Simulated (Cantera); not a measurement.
**SiHCl₃ + Cl₂ + N₂ (silicon epitaxy and polysilicon growth)**

Input: 1 mol SiHCl₃, 0.021 mol Cl₂, 6 mol N₂, equilibrated at 1152 °C.

Cantera equilibrium calculation (NASA polynomials, part measured and part estimated; ideal gas, pure solids and liquids). Candidate condensed phases: NH₄Cl, Si, Si₃N₄; 28 gas species. N₂ is the only nitrogen source here; it is nearly inert below about 1500 K, so the nitride shown seldom forms there in practice. The tables' values for SiCl₃ are old estimates; treat these amounts as uncertain. The numbers say what is thermodynamically allowed, not how fast it happens.

| P (Pa) | x N₂ | x HCl | x SiCl₂ | x SiCl₄ | x SiCl₃ | x H₂ | n Si₃N₄(s) |
|---|---|---|---|---|---|---|---|
| 100 | 0.758 | 0.104 | 0.106 | 0.00692 | 0.0136 | 0.0112 | 0 |
| 460 | 0.770 | 0.109 | 0.0672 | 0.0233 | 0.0199 | 0.0107 | 0.0508 |
| 2100 | 0.783 | 0.114 | 0.0269 | 0.0472 | 0.0180 | 0.0105 | 0.106 |
| 9600 | 0.791 | 0.114 | 0.00870 | 0.0627 | 0.0118 | 0.0117 | 0.131 |
| 44000 | 0.794 | 0.111 | 0.00259 | 0.0708 | 0.00684 | 0.0135 | 0.139 |
| 200000 | 0.797 | 0.107 | 0.000756 | 0.0752 | 0.00380 | 0.0156 | 0.140 |
x: gas mole fraction; n: condensed amount in mol.

At 100 Pa nothing is condensed. From 460 Pa to 200000 Pa the condensed part is Si₃N₄(s). The main Si-bearing gas is SiCl₂ at 100 Pa and SiCl₄ at 200000 Pa. The share of Si in condensed phases is highest at 200000 Pa (42.1 %) and lowest at 100 Pa (0.0 %).
